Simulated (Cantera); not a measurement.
What does this Cantera script print?

```python
import numpy as np
import cantera as ct

gas_names = """
    H HO2 H2 H2O H2O2 Nb NbO NbO2 O OH O2 O3
""".split()
cond_names = """
    H2O(s) H2O(L) Nb(cr) Nb(L) NbO(s) NbO(L) NbO2(I) NbO2(II) NbO2(III) NbO2(L) Nb2O5(s) Nb2O5(L)
""".split()


# ... load() reads the species with a 1 bar reference pressure and builds the phases ...
atoms = {
    'Nb2O5': {'Nb': 2, 'O': 5},
    'H2': {'H': 2},
}
top_T = {}  # K; cautious upper limits of use, not melting points


# ... equilibrate(T, P, feed) seeds the gas with the atoms and calls Mixture.equilibrate('TP', solver="vcs", rtol=1e-11, max_steps=5000) ...
results = []
feed = {'Nb2O5': 1, 'H2': 11}  # mol
T = 800  # K
P = 100000  # Pa
mix = equilibrate(T, P, feed)
results.append((T, P, feed, dict(zip(mix.species_names, mix.species_moles))))
x = sorted(zip(gas.X, gas.species_names), reverse=True)
print(f"T = {T:g} K  P = {P:g} Pa  gas = {mix.phase_moles(0):.4g} mol")
print("   x: " + "  ".join(f"{s} {v:.3e}" for v, s in x if v > 1e-05))
print("   condensed (mol): " + ("  ".join(f"{mix.phase(i).name} {mix.phase_moles(i):.4g}"
      for i in range(1, mix.n_phases) if mix.phase_moles(i) > 1e-12) or "none"))
```

Output:

```
T = 800 K  P = 100000 Pa  gas = 11 mol
   x: H2 9.992e-01  H2O 8.158e-04
   condensed (mol): NbO2(I) 0.01795  Nb2O5(s) 0.991
```

Method: chemical equilibrium by Gibbs-energy minimisation in Cantera with the NASA 1993 tables (ideal gas, pure condensed phases). Condensed phases not in the tables: the oxides between NbO2 and Nb2O5.
